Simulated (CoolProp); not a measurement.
Vapour-liquid equilibrium of m-xylene (1) + n-undecane (2) at 11.1 bar; x and y are mole fractions of (1).

Values from CoolProp's multi-fluid Helmholtz-energy mixture model, Zhou 2012 and Aleksandrov 2011; pair parameters Bell 2016.

**Question.** Give the bubble temperature and the first vapour's composition at x = 0.25, 0.65, 0.75. Is there an azeotrope?

**Answer.** x = 0.25: 305.9 °C, y = 0.369; x = 0.65: 278.2 °C, y = 0.792; x = 0.75: 271.9 °C, y = 0.865. No azeotrope shows between x = 0.05 and 0.95.

The pair parameters rest on a limited set of measurements; away from them the model extrapolates.
